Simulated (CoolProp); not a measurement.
Vapour-liquid equilibrium of R13 (1) + R11 (2) at 0.204 MPa; x and y are mole fractions of (1).

Model: multi-fluid Helmholtz-energy mixture model, Platzer 1990 and Jacobsen 1992; pair parameters Bell 2016, in CoolProp. This equation is an older, rougher fit; its heat capacities, sound speeds and derivatives of the liquid may be far off and weren't checked against measurements.

```json
[
 {"x": "0.05", "bubble temperature, mixture model (K)": "278.8", "bubble temperature, Raoult's law (K)": "286.8", "y, mixture model": "0.750", "y, Raoult's law": "0.674"},
 {"x": "0.2", "bubble temperature, mixture model (K)": "235.6", "bubble temperature, Raoult's law (K)": "247.8", "y, mixture model": "0.974", "y, Raoult's law": "0.953"},
 {"x": "0.35", "bubble temperature, mixture model (K)": "223.0", "bubble temperature, Raoult's law (K)": "231.8", "y, mixture model": "0.990", "y, Raoult's law": "0.985"},
 {"x": "0.5", "bubble temperature, mixture model (K)": "217.1", "bubble temperature, Raoult's law (K)": "222.3", "y, mixture model": "0.994", "y, Raoult's law": "0.994"},
 {"x": "0.65", "bubble temperature, mixture model (K)": "213.3", "bubble temperature, Raoult's law (K)": "215.8", "y, mixture model": "0.996", "y, Raoult's law": "0.997"},
 {"x": "0.8", "bubble temperature, mixture model (K)": "210.2", "bubble temperature, Raoult's law (K)": "210.9", "y, mixture model": "0.998", "y, Raoult's law": "0.999"},
 {"x": "0.95", "bubble temperature, mixture model (K)": "207.1", "bubble temperature, Raoult's law (K)": "207.0", "y, mixture model": "0.999", "y, Raoult's law": "1.000"}
]
```

The largest gap from Raoult's law is -12.2 K in bubble temperature, at x = 0.2. No azeotrope shows between x = 0.05 and 0.95.

Pair parameters are fitted to limited data, so mixtures are less certain than the pure fluids. With so large a gap from Raoult's law the liquid may split in two, which this calculation doesn't test in full.
